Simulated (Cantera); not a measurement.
Cantera run:

```python
import numpy as np
import cantera as ct

gas_names = [...]  # 151 gases of nasa_gas.yaml made of C, H, N, O, Si
cond_names = """
    C(gr) C6H6(L) C7H8(L) C8H18(L),n-octa H2O(s) H2O(L) Si(cr) Si(L) SiC(b) SiO2(Lqz) SiO2(hqz) SiO2(L)
    Si2N2O(s) Si3N4(a)
""".split()


# ... load() reads the species with a 1 bar reference pressure and builds the phases ...
atoms = {
    'SiC': {'Si': 1, 'C': 1},
    'N2O': {'N': 2, 'O': 1},
    'H2': {'H': 2},
    'CO2': {'C': 1, 'O': 2},
}
top_T = {'C(gr)': 4500, 'SiC(b)': 3050, 'Si2N2O(s)': 2100, 'Si3N4(a)': 2400}  # K; cautious upper limits of use, not melting points


# ... equilibrate(T, P, feed) seeds the gas with the atoms and calls Mixture.equilibrate('TP', solver="vcs", rtol=1e-11, max_steps=5000) ...
results = []
feed = {'SiC': 1, 'N2O': 0.14, 'H2': 1.4, 'CO2': 2.6}  # mol
T = 1523.15  # K
for P in [0.1, 0.75, 5.6, 42, 320, 2400, 18000, 130000, 1000000]:
    mix = equilibrate(T, P, feed)
    results.append((T, P, feed, dict(zip(mix.species_names, mix.species_moles))))

top = {s: max(r[3][s] / sum(r[3][g] for g in gas_names) for r in results) for s in gas_names}
cols = sorted((s for s in top if top[s] > 0.0001), key=lambda s: -top[s])[:5]
seen = [c for c in cond_names if any(r[3].get(c, 0) > 1e-12 for r in results)]
print("log10 of partial pressures in bar; condensed amounts in mol")
print(f"{'P/Pa':>10s}" + "".join(f"{s[:9]:>10s}" for s in cols + seen))
for T, P, feed, n in results:
    ng = sum(n[g] for g in gas_names)
    print(f"{P:10.4g}" + "".join(f"{np.log10(max(n[s] / ng * P / 1e5, 1e-99)):10.3f}" for s in cols)
          + "".join(f"{n.get(c, 0):10.4g}" for c in seen))
```

It prints:

```
log10 of partial pressures in bar; condensed amounts in mol
      P/Pa        CO        H2       SiO        N2       CO2     C(gr) SiO2(hqz) Si2N2O(s)
       0.1    -6.196    -6.629    -7.159    -7.599    -7.946         0    0.6145         0
      0.75    -5.305    -5.721    -6.408    -6.714    -7.805         0     0.717         0
       5.6    -4.429    -4.841    -5.564    -5.839    -7.773         0    0.7367         0
        42    -3.553    -3.964    -4.694    -4.963    -7.768         0    0.7396         0
       320    -2.661    -3.071    -3.994    -4.180    -7.575         0    0.7709   0.03097
      2400    -1.769    -2.179    -4.200    -3.564    -6.478         0    0.8222    0.0822
   1.8e+04    -0.909    -1.287    -4.734    -2.288    -5.084    0.2592    0.9995         0
   1.3e+05    -0.051    -0.429    -5.592    -1.429    -3.367    0.2616         1         0
     1e+06     0.833     0.451    -6.477    -0.540    -1.598    0.2763         1         0
```

Method: chemical equilibrium by Gibbs-energy minimisation in Cantera with the NASA 1993 tables (ideal gas, pure condensed phases). Mutual solubility and eutectic melting of coexisting phases are not modelled. The tables hold silica as quartz up to 1696 K and as liquid above; real silica turns to tridymite and cristobalite and melts near 1996 K. Gases not in the tables: Si(OH)4.
